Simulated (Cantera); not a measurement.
A perfectly stirred reactor is fed with 19.5 % CO, 6.62 % H2, 15.5 % O2, 58.4 % N2, at 1.01 bar; it is adiabatic with a 348 K inlet, and is followed from long to short residence time, starting on the burning branch (τ in s: 0.33, 0.11, 0.039, 0.013, 0.0046, 0.0016, 0.00054, 0.00019, 6.4e-05, 2.2e-05, 7.5e-06).

Detailed kinetics in Cantera: GRI-Mech 3.0 (53 species, 325 reactions).

x: mole fraction; the columns are a selection and need not sum to one.

| τ (s) | T (K) | x CO | x H2 | x O2 | x H | x NO2 | x O | x NO |
|---|---|---|---|---|---|---|---|---|
| 0.33 | 2290 | 0.0140 | 0.000877 | 0.0323 | 0.000302 | ___ | 0.000930 | 0.00443 |
| 0.11 | 2279 | 0.0156 | 0.000980 | 0.0335 | 0.000366 | ___ | 0.00108 | 0.00319 |
| 0.039 | 2250 | 0.0193 | 0.00124 | 0.0358 | 0.000547 | ___ | 0.00146 | 0.00184 |
| 0.013 | 2184 | 0.0270 | 0.00182 | 0.0398 | 0.00109 | ___ | 0.00241 | 0.000788 |
| 0.0046 | 2086 | 0.0372 | 0.00271 | 0.0446 | 0.00230 | ___ | 0.00411 | 0.000288 |
| 0.0016 | 1957 | 0.0488 | 0.00389 | 0.0499 | 0.00477 | ___ | 0.00679 | 0.000116 |
| 0.00054 | 1794 | 0.0612 | 0.00524 | 0.0558 | 0.00931 | ___ | 0.0104 | 7.12e-5 |
| 0.00019 | 1595 | 0.0778 | 0.00636 | 0.0646 | 0.0149 | ___ | 0.0132 | 4.23e-5 |
| 6.4e-5 | 348 | 0.195 | 0.0662 | 0.155 | <1e-12 | <1e-12 | <1e-12 | <1e-12 |
| 2.2e-5 | 348 | 0.195 | 0.0662 | 0.155 | <1e-12 | <1e-12 | <1e-12 | <1e-12 |
| 7.5e-6 | 348 | 0.195 | 0.0662 | 0.155 | <1e-12 | <1e-12 | <1e-12 | <1e-12 |

Fill in the missing entries.


- 0.33, x NO2: 1.95e-6
- 0.11, x NO2: 1.41e-6
- 0.039, x NO2: 7.88e-7
- 0.013, x NO2: 3.01e-7
- 0.0046, x NO2: 9.43e-8
- 0.0016, x NO2: 3.39e-8
- 0.00054, x NO2: 1.95e-8
- 0.00019, x NO2: 1.23e-8
